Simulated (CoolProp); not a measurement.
Vapour-liquid equilibrium of n-heptane (1) + n-dodecane (2) at 0.0197 MPa; x and y are mole fractions of (1).

Model: multi-fluid Helmholtz-energy mixture model, Span 2003 and Lemmon 2004; pair parameters Bell 2016, in CoolProp.

Q: Give the bubble temperature and the first vapour's composition at x = 0.5, 0.725, 0.8. Is there an azeotrope?

A: x = 0.5: 341.4 K, y = 0.990; x = 0.725: 331.9 K, y = 0.997; x = 0.8: 329.5 K, y = 0.998. No azeotrope shows between x = 0.05 and 0.95.

The pair parameters rest on a limited set of measurements; away from them the model extrapolates. The gap from Raoult's law changes sign with composition, which may be real or a fault of the pair parameters; it wasn't checked against measurements.
